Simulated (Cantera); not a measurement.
An isothermal, constant-pressure homogeneous reactor starts with NO : N₂ = 1 : 0.33 (molar parts), at 1900 K and 0.132 atm. Integrator tolerance rtol = 1e-08.

Model: GRI-Mech 3.0 (53 species, 325 reactions), integrated in Cantera.

```json
[
 {"quantity": "x(NO) at 100 s", "before": "0.00812 (gas-phase equilibrium 0.00680)", "after": "0.597 (gas-phase equilibrium 0.00165)"},
 {"quantity": "x(N₂O) at 100 s", "before": "1.31e-7 (gas-phase equilibrium 1.25e-7)", "after": "0.000113 (gas-phase equilibrium 3.26e-8)"},
 {"quantity": "x(NO₂) at 100 s", "before": "8.10e-6 (gas-phase equilibrium 6.79e-6)", "after": "0.000649 (gas-phase equilibrium 3.98e-6)"},
 {"quantity": "x(O₂) at 100 s", "before": "0.372 (gas-phase equilibrium 0.372)", "after": "0.0768 (gas-phase equilibrium 0.375)"},
 {"quantity": "x(N₂) at 100 s", "before": "0.620 (gas-phase equilibrium 0.621)", "after": "0.325 (gas-phase equilibrium 0.623)"},
 {"quantity": "x(O) at 100 s", "before": "0.000501 (gas-phase equilibrium 0.000501)", "after": "4.55e-6 (gas-phase equilibrium 9.56e-6)"}
]
```

Q: Name the change that produced these shifts.
A) NO 1 to 0.25 parts
B) temperature 1900 to 1723 K
C) temperature 1900 to 1525 K
D) pressure from 0.132 atm to 0.553 atm

A: C, temperature 1900 to 1525 K
